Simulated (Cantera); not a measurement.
# Gas-phase reforming

An isothermal, constant-pressure homogeneous reactor starts with CH4 : H2O = 1 : 1.8 (molar parts), at 1575 K and 1.10 bar.

Detailed kinetics in Cantera: GRI-Mech 3.0 (53 species, 325 reactions).

| t (s) | x CH4 | x H2O | x CO2 | x O | x CH3 | x HO2 | x CH2O |
|---|---|---|---|---|---|---|---|
| 0.000400 | 0.356 | 0.643 | 1.46e-10 | 4.40e-11 | 0.000343 | <1e-12 | 1.79e-6 |
| 0.000868 | 0.353 | 0.642 | 3.89e-9 | 7.25e-11 | 0.000442 | <1e-12 | 5.42e-6 |
| 0.00188 | 0.347 | 0.641 | 8.43e-8 | 1.06e-10 | 0.000535 | <1e-12 | 1.26e-5 |
| 0.00408 | 0.333 | 0.635 | 1.14e-6 | 1.09e-10 | 0.000543 | <1e-12 | 1.71e-5 |
| 0.00885 | 0.305 | 0.622 | 8.51e-6 | 8.01e-11 | 0.000462 | <1e-12 | 1.35e-5 |
| 0.0192 | 0.261 | 0.599 | 4.50e-5 | 5.19e-11 | 0.000364 | <1e-12 | 8.95e-6 |
| 0.0417 | 0.205 | 0.568 | 0.000214 | 3.40e-11 | 0.000268 | <1e-12 | 5.51e-6 |
| 0.0904 | 0.143 | 0.532 | 0.000925 | 2.42e-11 | 0.000183 | <1e-12 | 3.16e-6 |
| 0.196 | 0.0906 | 0.491 | 0.00334 | 1.97e-11 | 0.000117 | <1e-12 | 1.73e-6 |
| 0.425 | 0.0594 | 0.442 | 0.00867 | 1.81e-11 | 7.69e-5 | <1e-12 | 9.54e-7 |
| 0.922 | 0.0477 | 0.382 | 0.0152 | 1.70e-11 | 5.92e-5 | <1e-12 | 5.56e-7 |
| 2.00 | 0.0415 | 0.316 | 0.0196 | 1.59e-11 | 4.83e-5 | <1e-12 | 3.25e-7 |
x: mole fraction; the columns are a selection and need not sum to one.

Equilibrium at this temperature and pressure: CH4 7.41e-7, H2O 0.151, CO2 0.0157, O 1.14e-11, CH3 7.50e-10, HO2 <1e-12, CH2O 5.86e-8 (gas phase only).
